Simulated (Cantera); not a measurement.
## Thermodynamics of fluorocarbon and chlorocarbon gases, feed CH₃Cl + CH₄ + H₂

Feed: 1 mol CH₃Cl, 0.69 mol CH₄, 0.09 mol H₂, at 0.0105 Torr.

Cantera equilibrium calculation (NASA polynomials, part measured and part estimated; ideal gas, pure solids and liquids). Candidate condensed phases: C, C₆H₆, C₇H₈, C₈H₁₈; 91 gas species. Equilibrium is a limit: real reactors are often held back by kinetics, nucleation or transport.

| T (K) | log p H | log p H₂ | log p HCl | log p Cl | log p C₃ | n C(graphite) |
|---|---|---|---|---|---|---|
| 1450 | -7.53 | -5.00 | -5.40 | -8.01 | <-16 | 1.69 |
| 1600 | -6.77 | -5.01 | -5.40 | -7.27 | -15.94 | 1.69 |
| 1750 | -6.15 | -5.03 | -5.43 | -6.67 | -13.62 | 1.69 |
| 1900 | -5.65 | -5.09 | -5.52 | -6.20 | -11.68 | 1.69 |
| 2050 | -5.27 | -5.25 | -5.75 | -5.89 | -10.04 | 1.69 |
| 2200 | -5.05 | -5.60 | -6.16 | -5.75 | -8.62 | 1.68 |
| 2350 | -4.96 | -6.11 | -6.71 | -5.71 | -7.38 | 1.61 |
log p: log10 of the partial pressure in bar; n: condensed amount in mol.

From 1450 K to 2350 K the condensed part is C(graphite). The main C-bearing gas is C₂H₂ (acetylene) at 1450 K and C₃ at 2350 K.
